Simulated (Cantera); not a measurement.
Charge: 1 mol HMDSO, 0.38 mol O3, held at 1002 °C and 0.133 bar.

These are equilibrium values from Cantera (NASA tables, ideal gas, pure condensed phases), not measurements of a reactor. Candidate condensed phases: C, C6H6, C7H8, C8H18, H2O, Si, SiC, SiO2; 123 gas species. The feed counts by its element totals alone. Mutual solubility and eutectic melting of coexisting phases are not modelled. The tables hold silica as quartz up to 1696 K and as liquid above; real silica turns to tridymite and cristobalite and melts near 1996 K. Equilibrium is a limit: real reactors are often held back by kinetics, nucleation or transport.

Task: What is the equilibrium state?

Result: 
```json
{
  "x(H2)": "0.996",
  "x(CO)": "0.00242",
  "x(CH4)": "0.00123",
  "x(H2O)": "3.75e-6",
  "x(H)": "2.02e-6",
  "x(SiO)": "1.56e-6",
  "n(C(graphite))": "5.03 mol",
  "n(SiC(s))": "0.941 mol",
  "n(SiO2(β-quartz))": "1.06 mol",
  "gas_amount": "9.011 mol",
  "log10 activity of Si(s) (absent)": "-2.59"
}
```
